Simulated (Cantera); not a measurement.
Feed: 1 mol Cu2O, 3.3 mol CO, 5.7 mol H2, at 1802 °C and 0.0730 bar.

Equilibrium computed with Cantera from the NASA thermochemical tables; the gas is ideal and each condensed phase is pure. Candidate condensed phases: C, C6H6, C7H8, C8H18, Cu, CuO, Cu(OH)2, Cu2O, H2O; 113 gas species. The numbers say what is thermodynamically allowed, not how fast it happens.

Base state: H2 0.468, CO 0.311, Cu 0.115, H2O 0.0859, CO2 0.0118, H 0.00675, Cu2 0.000609, OH 0.000141 (mole fractions); condensed: Cu(l).

Q: What changes in the equilibrium state with this change: temperature from 1802 °C to 2300 °C?

A: 
```json
[
 {"species": "H2", "before": "0.468", "after": "0.381"},
 {"species": "CO", "before": "0.311", "after": "0.279"},
 {"species": "Cu", "before": "0.115", "after": "0.174"},
 {"species": "H", "before": "0.00675", "after": "0.0785"},
 {"species": "CO2", "before": "0.0118", "after": "0.00854"},
 {"species": "H2O", "before": "0.0859", "after": "0.0746"},
 {"species": "O2", "before": "1.15e-7", "after": "3.69e-5"},
 {"species": "O", "before": "1.46e-6", "after": "0.000462"},
 {"species": "OH", "before": "0.000141", "after": "0.00345"},
 {"species": "CuO", "before": "1.05e-6", "after": "1.97e-5"},
 {"species": "Cu2", "before": "0.000609", "after": "0.000151"},
 {"species": "Cu(l), mol", "before": "0.808", "after": "0"}
]
```
